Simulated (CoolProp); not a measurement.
Aqueous calcium chloride as a coolant, at 6 °C, 1 atm.

Values from CoolProp's Melinder's fits for secondary coolants.

```tsv
mass %	freezing point (°C)	density (kg/m³)	viscosity (mPa s)	cp (kJ/(kg K))	Prandtl number
4.1	-1.9	?	1.61	3.929	11.1
7.8	-4.1	?	1.76	3.707	11.5
11.5	-7.2	1101	1.95	3.496	12.1
15.2	-11.3	1137	2.21	3.299	13.0
18.9	-16.5	1173	2.56	?	14.4
22.6	-23.2	1210	3.05	2.970	16.5
26.2	-32.6	1247	3.72	2.848	19.4
29.9	-47.5	1287	4.71	?	23.8
```

Problem. Fill in the missing entries.

Solution. 
- 4.1, density (kg/m³): 1034
- 7.8, density (kg/m³): 1067
- 18.9, cp (kJ/(kg K)): 3.122
- 29.9, cp (kJ/(kg K)): 2.736
